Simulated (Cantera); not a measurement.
Input (Python, Cantera):

```python
import numpy as np
import cantera as ct

gas = ct.Solution("gri30.yaml")
gas.TPX = 1350, 14, {'C2H6': 1, 'N2': 26}
inlet = ct.Reservoir(gas, clone=True)

reactor = ct.IdealGasConstPressureReactor(gas, energy="off", clone=False)
exhaust = ct.Reservoir(gas, clone=True)
tau = [6.7, 1.9, 0.56, 0.16, 0.047, 0.014, 0.0039, 0.0011, 0.00033][0]
for a, b in ((inlet, reactor), (reactor, exhaust)):
    ct.MassFlowController(a, b, mdot=lambda t: reactor.mass / tau)
net = ct.ReactorNet([reactor])
show = ['C2H6', 'CH4', 'C2H4', 'H', 'HCN', 'H2']

rows = []
print(f"{'tau/s':>10s}{'T/K':>9s}" + "".join(f"{s:>11s}" for s in show))
for tau in [6.7, 1.9, 0.56, 0.16, 0.047, 0.014, 0.0039, 0.0011, 0.00033]:
    net.initial_time = 0.0
    net.advance(30 * tau)
    before = gas.X
    net.advance(40 * tau)
    drift = np.max(np.abs(gas.X - before) / (gas.X + 1e-9))
    rows.append([gas.T, *gas[show].X, drift])
    print(f"{tau:10.3e}{gas.T:9.1f}" + "".join(f"{x:11.3e}" for x in gas[show].X))
```

It prints:

```
     tau/s      T/K       C2H6        CH4       C2H4          H        HCN         H2
 6.700e+00   1350.0  4.181e-03  1.302e-02  1.091e-02  1.259e-04  2.820e-07  3.072e-02
 1.900e+00   1350.0  1.207e-02  8.382e-03  1.372e-02  1.105e-04  1.454e-07  1.909e-02
 5.600e-01   1350.0  2.603e-02  2.414e-03  7.492e-03  6.845e-05  5.396e-08  7.471e-03
 1.600e-01   1350.0  3.499e-02  2.692e-04  1.219e-03  2.664e-05  9.019e-09  1.144e-03
 4.700e-02   1350.0  3.675e-02  2.529e-05  7.359e-05  5.185e-06  1.339e-10  6.882e-05
 1.400e-02   1350.0  3.698e-02  2.377e-06  2.167e-06  4.472e-07  5.952e-14  1.778e-06
 3.900e-03   1350.0  3.702e-02  1.878e-07  5.018e-08  2.564e-08  1.448e-17  2.843e-08
 1.100e-03   1350.0  3.703e-02  1.502e-08  1.253e-09  1.558e-09  1.748e-19  4.873e-10
 3.300e-04   1350.0  3.704e-02  1.353e-09  3.918e-11  2.464e-10  4.710e-21  2.313e-11
```

Detailed kinetics in Cantera: GRI-Mech 3.0 (53 species, 325 reactions). GRI-Mech 3.0 stops at C3 and has no aromatics, soot or wall deposition, so with more carbon than oxygen in the feed, carbon stays in small species such as C2H2 where larger ones or solid carbon would form. Radical loss at walls, strong at low pressure, is not modelled.
